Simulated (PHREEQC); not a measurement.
Make-up at 25 °C: 0.082 mol ZnCl2 per kg of water. It is in equilibrium with CO2 at log p = -3.4 (atm). Otherwise closed; pH follows from the charge balance.

All values are PHREEQC results (ion-association model, phreeqc.dat), not measurements.

The pH is 4.99 and the ionic strength comes out as 0.227 mol/kgw. The density is 1.007 g/cm³.

```
species  molality  activity   log γ
-------  --------  --------  ------
Cl-         0.154     0.109  -0.151
Zn+2       0.0727    0.0207  -0.545
ZnCl+     0.00854   0.00605  -0.149
ZnCl2    0.000653  0.000688   0.023
ZnCl3-   0.000118   8.39e-5  -0.149
ZnCl4-2   1.60e-5   4.56e-6  -0.545
CO2       1.29e-5   1.36e-5   0.023
H+        1.28e-5   1.02e-5  -0.101
```

Precipitation was switched off in this run.
